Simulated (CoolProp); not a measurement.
The fluid at 293.15 K and 0.321 MPa is throttled through a valve to 0.219 MPa with no heat exchange. The same conditions are run with several fluids, on thermodynamics alone (safety and materials aside).

Computed with CoolProp (reference Helmholtz-energy equation of state of each fluid (fluorine: de Reuck 1990; CF4 (R14): Platzer 1990; CH2F2 (R32): Tillner-Roth 1997; carbonyl sulfide: Lemmon 2006; chlorine: Thol 2021)). The equations of Platzer and Polt are older, rougher fits.

### Question
Rank fluorine, CF4 (R14), CH2F2 (R32), carbonyl sulfide, chlorine by temperature change (K), highest first.

### Answer
fluorine (-0.2), CF4 (R14) (-0.6), carbonyl sulfide (-2.2), CH2F2 (R32) (-2.8), chlorine (-3.2)

```json
[
 {"fluid": "fluorine", "final density (kg/m³)": "3.42"},
 {"fluid": "CF4 (R14)", "final density (kg/m³)": "7.99"},
 {"fluid": "CH2F2 (R32)", "final density (kg/m³)": "4.86"},
 {"fluid": "carbonyl sulfide", "final density (kg/m³)": "5.59"},
 {"fluid": "chlorine", "final density (kg/m³)": "6.64"}
]
```
